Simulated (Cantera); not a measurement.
What does this Cantera script print?

```python
import numpy as np
import cantera as ct

gas_names = """
    CL CL2 H HCL H2 Si SiCL SiCL2 SiCL3 SiCL4 SiH SiHCL3 SiH2 SiH2CL2 SiH3 SiH3CL SiH4 Si2 Si3
""".split()
cond_names = """
    Si(cr) Si(L)
""".split()


def load(file, names, dense=False):
    # The tables refer to 1 bar. Condensed volumes are neglected.
    table = {s.name: s for s in ct.Species.list_from_file(file)}
    out = []
    for n in names:
        d = dict(table[n].input_data)
        d["thermo"] = dict(d["thermo"], **{"reference-pressure": 1e5})
        if dense:
            d["equation-of-state"] = {"model": "constant-volume", "density": "1e6 g/cm^3"}
        out.append(ct.Species.from_dict(d))
    return out


gas = ct.Solution(thermo="ideal-gas", species=load("nasa_gas.yaml", gas_names))
cond = {s.name: ct.Solution(thermo="fixed-stoichiometry", species=[s], name=s.name)
        for s in load("nasa_condensed.yaml", cond_names, dense=True)}
atoms = {
    'SiCl4': {'Si': 1, 'CL': 4},
    'Cl2': {'CL': 2},
    'H2': {'H': 2},
}
top_T = {}  # K; cautious upper limits of use, not melting points


def equilibrate(T, P, feed):
    n = {}
    for name, mol in feed.items():
        for a, k in atoms[name].items():
            n[a] = n.get(a, 0.0) + k * mol
    gas.TPX = T, P, n
    mass = sum(n.values()) * gas.mean_molecular_weight
    gas.equilibrate("TP")
    valid = [c for c in cond.values() if c.min_temp <= T <= top_T.get(c.name, c.max_temp)]
    mix = ct.Mixture([(gas, mass / gas.mean_molecular_weight)] + [(c, 0.0) for c in valid])
    mix.T, mix.P = T, P
    mix.equilibrate("TP", solver="vcs", rtol=1e-11, max_steps=5000)
    return mix


results = []
T = 800  # K
P = 700000  # Pa
for m in [0.5, 0.6, 0.72, 0.86, 1, 1.2, 1.5, 1.8, 2.1, 2.5]:
    feed = {'SiCl4': 1, 'Cl2': m, 'H2': 1.6}  # mol
    mix = equilibrate(T, P, feed)
    results.append((T, P, feed, dict(zip(mix.species_names, mix.species_moles))))
    x = sorted(zip(gas.X, gas.species_names), reverse=True)
    print(f"T = {T:g} K  P = {P:g} Pa  n(Cl2) = {m:g} mol  gas = {mix.phase_moles(0):.4g} mol")
    print("   x: " + "  ".join(f"{s} {v:.3e}" for v, s in x if v > 1e-05))
    print("   condensed (mol): " + ("  ".join(f"{mix.phase(i).name} {mix.phase_moles(i):.4g}"
          for i in range(1, mix.n_phases) if mix.phase_moles(i) > 1e-12) or "none"))
```

It prints:

```
T = 800 K  P = 700000 Pa  n(Cl2) = 0.5 mol  gas = 3.1 mol
   x: H2 3.545e-01  HCL 3.229e-01  SiCL4 3.223e-01  SiHCL3 3.198e-04
   condensed (mol): none
T = 800 K  P = 700000 Pa  n(Cl2) = 0.6 mol  gas = 3.2 mol
   x: HCL 3.752e-01  H2 3.123e-01  SiCL4 3.123e-01  SiHCL3 2.349e-04
   condensed (mol): none
T = 800 K  P = 700000 Pa  n(Cl2) = 0.72 mol  gas = 3.32 mol
   x: HCL 4.339e-01  SiCL4 3.010e-01  H2 2.649e-01  SiHCL3 1.661e-04
   condensed (mol): none
T = 800 K  P = 700000 Pa  n(Cl2) = 0.86 mol  gas = 3.46 mol
   x: HCL 4.972e-01  SiCL4 2.889e-01  H2 2.138e-01  SiHCL3 1.123e-04
   condensed (mol): none
T = 800 K  P = 700000 Pa  n(Cl2) = 1 mol  gas = 3.6 mol
   x: HCL 5.556e-01  SiCL4 2.777e-01  H2 1.666e-01  SiHCL3 7.526e-05
   condensed (mol): none
T = 800 K  P = 700000 Pa  n(Cl2) = 1.2 mol  gas = 3.8 mol
   x: HCL 6.316e-01  SiCL4 2.631e-01  H2 1.052e-01  SiHCL3 3.962e-05
   condensed (mol): none
T = 800 K  P = 700000 Pa  n(Cl2) = 1.5 mol  gas = 4.1 mol
   x: HCL 7.317e-01  SiCL4 2.439e-01  H2 2.438e-02
   condensed (mol): none
T = 800 K  P = 700000 Pa  n(Cl2) = 1.8 mol  gas = 4.4 mol
   x: HCL 7.273e-01  SiCL4 2.273e-01  CL2 4.545e-02
   condensed (mol): none
T = 800 K  P = 700000 Pa  n(Cl2) = 2.1 mol  gas = 4.7 mol
   x: HCL 6.809e-01  SiCL4 2.128e-01  CL2 1.064e-01
   condensed (mol): none
T = 800 K  P = 700000 Pa  n(Cl2) = 2.5 mol  gas = 5.1 mol
   x: HCL 6.275e-01  SiCL4 1.961e-01  CL2 1.765e-01
   condensed (mol): none
```

Cantera equilibrium calculation (NASA polynomials, part measured and part estimated; ideal gas, pure solids and liquids).
